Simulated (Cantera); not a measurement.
**Transport properties of process gases**

Gas mixture: CO₂ : C₂H₂ = 0.74 : 0.33 (molar parts), at 3.50 bar, frozen composition.

Cantera's kinetic-theory transport with the Lennard-Jones parameters of GRI-Mech 3.0, ideal gas; thermal conductivity in the multicomponent form.

```
T (K)  ρ (kg/m³)  cp (J/kg/K)  μ (µPa s)  λ (mW/m/K)     Pr  D (cm²/s) CH₄  D (cm²/s) NO  D (cm²/s) H
-----  ---------  -----------  ---------  ----------  -----  -------------  ------------  -----------
400         4.05         1145       18.1        28.3  0.732         0.0855        0.0768        0.475
500         3.24         1241       21.9        37.1  0.733          0.128         0.114        0.711
600         2.70         1317       25.4        45.6  0.733          0.176         0.157        0.982
700         2.31         1380       28.6        53.9  0.733          0.231         0.204         1.28
800         2.02         1433       31.6        61.9  0.732          0.291         0.257         1.62
900         1.80         1480       34.5        69.7  0.732          0.356         0.313         1.98
```
D: mixture-averaged diffusion coefficient of that species in the mixture.
